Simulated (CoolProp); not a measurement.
CF4 (R14) along the isotherm 260.1 K: density (kg/m³) from the reference equation and from simpler models built on Tc = 227.4 K, pc = 3.762 MPa, ω = 0.178; each cubic takes its own stable root.

Values from CoolProp's reference Helmholtz-energy equation of state, Platzer 1990. This equation is an older, rougher fit; its heat capacities, sound speeds and derivatives of the liquid may be far off and weren't checked against measurements.

```tsv
p (MPa)	phase	reference
3.14	gas	160.0
6.27	supercritical	453.2
9.41	supercritical	786.8
12.5	supercritical	933.6
15.7	supercritical	1019
18.8	supercritical	1076
21.9	supercritical	1121
25.1	supercritical	1158
28.2	supercritical	1189
31.4	supercritical	1217
34.5	supercritical	1241
37.6	supercritical	1262
```

Task: How far does each simpler model (ideal gas, van der Waals, Redlich-Kwong, Soave-Redlich-Kwong, Peng-Robinson) lie from the reference over these 12 states: mean and median of the absolute difference, and the worst?

Result: 
- ideal gas: mean 25.2 %, median 20.9 %, worst -51.3 % at 260.1 K and 9.41 MPa
- van der Waals: mean 15.4 %, median 17.7 %, worst -19.4 % at 260.1 K and 37.6 MPa
- Redlich-Kwong: mean 1.8 %, median 1.5 %, worst +4.0 % at 260.1 K and 6.27 MPa
- Soave-Redlich-Kwong: mean 3.1 %, median 2.1 %, worst -9.1 % at 260.1 K and 9.41 MPa
- Peng-Robinson: mean 6.2 %, median 6.5 %, worst +11.4 % at 260.1 K and 37.6 MPa
